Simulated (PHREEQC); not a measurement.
Solution (25 °C): 9.5 mmol/kgw NaHSO4 and 0.4 mmol/kgw K2HPO4. Closed to the air; pH follows from the charge balance.

The numbers come from PHREEQC with the ion-association model, wateq4f.dat.

```json
{
  "pH": "2.24",
  "ionic_strength": "0.0234 mol/kgw",
  "total_alkalinity": "-9.10 meq/kg"
}
```

| species | molality | activity | log γ |
|---|---|---|---|
| Na+ | 0.00932 | 0.00806 | -0.063 |
| SO4-2 | 0.00683 | 0.00384 | -0.250 |
| H+ | 0.00646 | 0.00571 | -0.054 |
| HSO4- | 0.00247 | 0.00213 | -0.064 |
| K+ | 0.000779 | 0.000669 | -0.066 |
| H2PO4- | 0.000232 | 0.000201 | -0.061 |
| NaSO4- | 0.000179 | 0.000155 | -0.061 |

No solid was allowed to form. Complexes and solids missing from the database can't appear. H3PO4, which wateq4f.dat lacks, is added to it with the constant of phreeqc.dat.
